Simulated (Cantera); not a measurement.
What does this Cantera script print?

```python
import numpy as np
import cantera as ct

gas = ct.Solution("h2o2.yaml")
gas.TPX = 1600, 500000, {'H2': 1, 'O2': 1.56, 'N2': 5.88}
reactor = ct.IdealGasConstPressureReactor(gas, energy="on", clone=False)
net = ct.ReactorNet([reactor])
net.rtol, net.atol = 1e-08, 1e-16
show = ['H2', 'O2', 'OH', 'H2O2', 'H2O', 'O']
times = np.geomspace(1e-06, 4, 16)

steps = ct.SolutionArray(gas, extra=["t"])
rows = []
print(f"{'t/s':>10s}{'T/K':>9s}{'P/Pa':>11s}" + "".join(f"{s:>11s}" for s in show))
for t in times:
    while net.time < t:
        t_next = net.step()
        steps.append(gas.state, t=t_next)
    rows.append([np.interp(t, steps.t, y) for y in (steps.T, steps.P, *steps(*show).X.T)])
    print(f"{t:10.3e}{rows[-1][0]:9.1f}{rows[-1][1]:11.4g}" + "".join(f"{x:11.3e}" for x in rows[-1][2:]))
rate = np.gradient(steps.T, steps.t)
print("integrator steps:", len(steps.t))
if steps.T.max() > steps.T[0] + 200:
    print(f"time of steepest temperature rise: {steps.t[rate.argmax()]:.4e} s")
gas.TPX = 1600, 500000, {'H2': 1, 'O2': 1.56, 'N2': 5.88}
gas.equilibrate("HP")
print(f"equilibrium (HP): T = {gas.T:.1f} K  " + "  ".join(f"{s} {gas[s].X[0]:.3e}" for s in show))
```

Result:

```
       t/s      T/K       P/Pa         H2         O2         OH       H2O2        H2O          O
 1.000e-06   1600.0      5e+05  1.184e-01  1.848e-01  1.925e-05  8.615e-08  7.746e-05  1.986e-05
 2.755e-06   1847.2      5e+05  1.382e-02  1.231e-01  1.641e-02  2.898e-06  8.667e-02  2.687e-02
 7.591e-06   2247.8      5e+05  3.561e-03  1.259e-01  1.499e-02  7.308e-07  1.117e-01  9.456e-03
 2.091e-05   2364.2      5e+05  9.435e-04  1.301e-01  8.699e-03  4.887e-07  1.199e-01  2.441e-03
 5.762e-05   2385.4      5e+05  5.107e-04  1.311e-01  6.582e-03  5.356e-07  1.217e-01  1.326e-03
 1.587e-04   2385.8      5e+05  5.040e-04  1.311e-01  6.542e-03  5.375e-07  1.218e-01  1.309e-03
 4.373e-04   2385.8      5e+05  5.040e-04  1.311e-01  6.542e-03  5.375e-07  1.218e-01  1.309e-03
 1.205e-03   2385.8      5e+05  5.040e-04  1.311e-01  6.542e-03  5.375e-07  1.218e-01  1.309e-03
 3.320e-03   2385.8      5e+05  5.040e-04  1.311e-01  6.542e-03  5.375e-07  1.218e-01  1.309e-03
 9.146e-03   2385.8      5e+05  5.040e-04  1.311e-01  6.542e-03  5.375e-07  1.218e-01  1.309e-03
 2.520e-02   2385.8      5e+05  5.040e-04  1.311e-01  6.542e-03  5.375e-07  1.218e-01  1.309e-03
 6.942e-02   2385.8      5e+05  5.040e-04  1.311e-01  6.542e-03  5.375e-07  1.218e-01  1.309e-03
 1.913e-01   2385.8      5e+05  5.040e-04  1.311e-01  6.542e-03  5.375e-07  1.218e-01  1.309e-03
 5.270e-01   2385.8      5e+05  5.040e-04  1.311e-01  6.542e-03  5.375e-07  1.218e-01  1.309e-03
 1.452e+00   2385.8      5e+05  5.040e-04  1.311e-01  6.542e-03  5.375e-07  1.218e-01  1.309e-03
 4.000e+00   2385.8      5e+05  5.040e-04  1.311e-01  6.542e-03  5.375e-07  1.218e-01  1.309e-03
integrator steps: 1040
time of steepest temperature rise: 2.4408e-06 s
equilibrium (HP): T = 2385.8 K  H2 5.040e-04  O2 1.311e-01  OH 6.542e-03  H2O2 5.375e-07  H2O 1.218e-01  O 1.309e-03
```

Model: the H2/O2 subset of GRI-Mech 3.0, which has no nitrogen chemistry, integrated in Cantera. The hydrogen kinetics of GRI-Mech 3.0 are dated; newer H2 mechanisms differ, most at raised pressure.
